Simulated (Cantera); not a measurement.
MgF₂ + O₂ + H₂ (halide evaporation, hydrolysis and transport)

Input: 1 mol MgF₂, 1.4 mol O₂, 92 mol H₂, held at 0.0100 bar.

These are equilibrium values from Cantera (NASA tables, ideal gas, pure condensed phases), not measurements of a reactor. Candidate condensed phases: H₂O, Mg, MgF₂, MgO, Mg(OH)₂; 31 gas species. Mutual solubility and eutectic melting of coexisting phases are not modelled. Rates play no part.

From 948 K to 1098 K the condensed part is MgF₂(s) + MgO(s). From 1148 K to 1298 K the condensed part is MgO(s).

```csv
T (K),x H₂,x H₂O,x HF,x H,x MgF₂,x Mg,x MgF,n MgF₂(s),n MgO(s)
948,0.968,0.0288,0.00310,5.16e-9,1.16e-10,<1e-12,<1e-12,0.857,0.143
998,0.967,0.0273,0.00599,2.11e-8,1.33e-9,<1e-12,<1e-12,0.723,0.277
1048,0.964,0.0250,0.0106,7.59e-8,1.20e-8,<1e-12,<1e-12,0.508,0.492
1098,0.961,0.0215,0.0173,2.42e-7,8.81e-8,2.68e-12,1.19e-11,0.197,0.803
1148,0.959,0.0194,0.0215,7.02e-7,3.33e-7,3.09e-11,1.01e-10,0,1.000
1198,0.959,0.0194,0.0215,1.86e-6,6.87e-7,2.63e-10,5.28e-10,0,1.000
1248,0.959,0.0194,0.0215,4.57e-6,1.33e-6,1.89e-9,2.42e-9,0,1.000
1298,0.959,0.0194,0.0215,1.05e-5,2.44e-6,1.15e-8,9.82e-9,0,1.000
```
x: gas mole fraction; n: condensed amount in mol.
